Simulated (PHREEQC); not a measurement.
A solution holds 0.013 mol (NH4)2HPO4 per kg of water, at 25 °C. Closed to the air; pH follows from the charge balance.

Computed with PHREEQC (ion-association model, wateq4f.dat).

Each row changes one thing in this solution. This is a speciation only: nothing precipitates in the calculation.

```tsv
case	pH	ionic strength (mol/kgw)	NH4+ (mol/kgw)	NH3 (mol/kgw)
as made	7.99	0.0367	0.0248	0.00116
temperature from 25 to 30 °C	___	___	0.0247	0.00134
(NH4)2HPO4 from 0.013 to 0.026 mol/kgw	7.97	0.0738	0.0499	0.00212
(NH4)2HPO4 replaced by (NH4)2SiF6 at the same molality	3.16	0.0391	0.0260	1.79e-8
(NH4)2HPO4 from 0.013 to 0.0117 mol/kgw	7.99	0.0330	0.0223	0.00106
temperature from 25 to 65 °C	___	0.0327	0.0229	0.00314
```

Problem. Fill in the missing entries.

Solution. 
- temperature from 25 to 30 °C, pH: 7.91
- temperature from 25 to 30 °C, ionic strength (mol/kgw): 0.0363
- temperature from 25 to 65 °C, pH: 7.39

Species that the database lacks are ignored. Some of these states are supersaturated (in Quartz (slow to form), Chalcedony (slow to form), for instance). Away from 25 °C the constants follow the database's enthalpies or fits; those with neither stay at their 25 °C values. SiF6-2 is the database's only silicon fluoride.
